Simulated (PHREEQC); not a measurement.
Make-up at 25 °C: 0.00095 mol/kgw PbCl2, 4.4e-05 mol/kgw HBF4 and 0.19 mol/kgw Zn(NO3)2. Closed to the air; pH follows from the charge balance.

The numbers come from PHREEQC with the ion-association model, wateq4f.dat.

The pH comes out as 3.90. The ionic strength comes out as 0.571 mol/kgw and the activity of water is 0.990. The total alkalinity is -0.176 meq/kg.

| species | molality | activity | log γ |
|---|---|---|---|
| NO3- | 0.380 | 0.228 | -0.221 |
| Zn+2 | 0.190 | 0.0456 | -0.619 |
| Cl- | 0.00169 | 0.00107 | -0.198 |
| PbNO3+ | 0.000543 | 0.000400 | -0.132 |
| Pb+2 | 0.000400 | 0.000119 | -0.529 |
| ZnCl+ | 0.000205 | 0.000131 | -0.193 |
| H+ | 0.000166 | 0.000126 | -0.119 |
| F- | 0.000107 | 6.64e-5 | -0.206 |
| ZnF+ | 5.80e-5 | 4.28e-5 | -0.132 |
| H3BO3 | 4.40e-5 | 5.02e-5 | 0.057 |
| HF | 1.10e-5 | 1.25e-5 | 0.057 |
| PbCl+ | 6.85e-6 | 5.05e-6 | -0.132 |
| ZnOH+ | 5.33e-7 | 3.93e-7 | -0.132 |
| PbF+ | 1.90e-7 | 1.40e-7 | -0.132 |

No solid was allowed to form. Real BF4- forms and hydrolyses slowly; the run takes it at equilibrium.
